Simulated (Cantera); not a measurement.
Cantera run, input and output.

```python
import numpy as np
import cantera as ct

gas = ct.Solution("gri30.yaml")
gas.TPX = 1648, 101325, {'NO': 2.2, 'N2': 0.57}
reactor = ct.IdealGasConstPressureReactor(gas, energy="off", clone=False)
net = ct.ReactorNet([reactor])
net.rtol, net.atol = 1e-08, 1e-18
show = ['NO', 'NO2', 'O', 'N2', 'N2O', 'O2']
times = np.geomspace(2e-06, 5, 15)

steps = ct.SolutionArray(gas, extra=["t"])
rows = []
print(f"{'t/s':>10s}{'T/K':>9s}{'P/Pa':>11s}" + "".join(f"{s:>11s}" for s in show))
for t in times:
    while net.time < t:
        t_next = net.step()
        steps.append(gas.state, t=t_next)
    rows.append([np.interp(t, steps.t, y) for y in (steps.T, steps.P, *steps(*show).X.T)])
    print(f"{t:10.3e}{rows[-1][0]:9.1f}{rows[-1][1]:11.4g}" + "".join(f"{x:11.3e}" for x in rows[-1][2:]))
rate = np.gradient(steps.T, steps.t)
print("integrator steps:", len(steps.t))
if steps.T.max() > steps.T[0] + 200:
    print(f"time of steepest temperature rise: {steps.t[rate.argmax()]:.4e} s")
gas.TPX = 1648, 101325, {'NO': 2.2, 'N2': 0.57}
gas.equilibrate("TP")
print(f"equilibrium (TP): T = {gas.T:.1f} K  " + "  ".join(f"{s} {gas[s].X[0]:.3e}" for s in show))
```

Output:

```
       t/s      T/K       P/Pa         NO        NO2          O         N2        N2O         O2
 2.000e-06   1648.0  1.013e+05  7.942e-01  8.208e-09  5.861e-08  2.058e-01  6.680e-08  9.525e-12
 5.728e-06   1648.0  1.013e+05  7.942e-01  5.775e-08  1.337e-07  2.058e-01  1.913e-07  6.741e-11
 1.641e-05   1648.0  1.013e+05  7.942e-01  3.261e-07  2.226e-07  2.058e-01  5.475e-07  3.919e-10
 4.699e-05   1648.0  1.013e+05  7.942e-01  1.320e-06  2.545e-07  2.058e-01  1.565e-06  1.755e-09
 1.346e-04   1648.0  1.013e+05  7.942e-01  4.263e-06  2.698e-07  2.058e-01  4.454e-06  7.347e-09
 3.855e-04   1648.0  1.013e+05  7.942e-01  1.286e-05  3.126e-07  2.058e-01  1.254e-05  3.862e-08
 1.104e-03   1648.0  1.013e+05  7.941e-01  3.864e-05  4.373e-07  2.058e-01  3.420e-05  3.028e-07
 3.162e-03   1648.0  1.013e+05  7.940e-01  1.179e-04  7.969e-07  2.058e-01  8.549e-05  3.744e-06
 9.057e-03   1648.0  1.013e+05  7.935e-01  3.175e-04  1.608e-06  2.060e-01  1.719e-04  5.803e-05
 2.594e-02   1648.0  1.013e+05  7.923e-01  4.846e-04  2.240e-06  2.065e-01  2.321e-04  5.102e-04
 7.430e-02   1648.0  1.013e+05  7.890e-01  5.455e-04  2.495e-06  2.081e-01  2.362e-04  2.091e-03
 2.128e-01   1648.0  1.013e+05  7.798e-01  6.686e-04  3.030e-06  2.127e-01  2.302e-04  6.589e-03
 6.095e-01   1648.0  1.013e+05  7.546e-01  9.095e-04  4.151e-06  2.252e-01  2.146e-04  1.900e-02
 1.746e+00   1648.0  1.013e+05  6.904e-01  1.258e-03  6.130e-06  2.573e-01  1.782e-04  5.082e-02
 5.000e+00   1648.0  1.013e+05  5.537e-01  1.502e-03  8.983e-06  3.257e-01  1.134e-04  1.190e-01
integrator steps: 881
equilibrium (TP): T = 1648.0 K  NO 2.849e-03  NO2 1.396e-05  O 1.592e-05  N2 6.015e-01  N2O 1.479e-07  O2 3.957e-01
```

Cantera simulation using GRI-Mech 3.0 (53 species, 325 reactions); the numbers are that mechanism's predictions, not measurements.
